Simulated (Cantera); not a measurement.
Charge: 1 mol C3H8, 67 mol H2, a varied amount of N2, at 9000 Torr.

These are equilibrium values from Cantera (NASA tables, ideal gas, pure condensed phases), not measurements of a reactor. Candidate condensed phases: C, C6H6, C7H8, C8H18; 92 gas species. Equilibrium is a limit: real reactors are often held back by kinetics, nucleation or transport.

Stable condensed phases, one row left out:

```
T in °C \ n(N2) in mol
         1.9 3.6 5.2 6.9 8.6  10  12  14  15  17  19  20
   2727    A   A   A   A   A   A   A   A   A   A   A   A
   2577    A   A   A   A   A   A   A   A   A   A   A   A
   2427    A   A   A   A   A   A   A   A   A   A   A   A
   2277    B   A   A   A   A   A   A   A   A   A   A   A
   2127    B   B   B   B   B   B   B   B   B   A   A   A
   1977    B   B   B   B   B   B   B   B   B   B   B   B
   1827    B   B   B   B   B   B   B   B   B   B   B   B
   1677    B   B   B   B   B   B   B   B   B   B   B   B
   1527    B   B   B   B   B   B   B   B   B   B   B   B
   1377    B   B   B   B   B   B   B   B   B   B   B   B
   1077    A   A   A   A   A   A   A   A   A   A   A   A
    927    A   A   A   A   A   A   A   A   A   A   A   A
```

A: gas only; B: C.

### Question
Give the row for 1227 °C.

### Answer
1.9: C; 3.6: C; 5.2: C; 6.9: C; 8.6: C; 10: C; 12: C; 14: C; 15: C; 17: C; 19: C; 20: C.
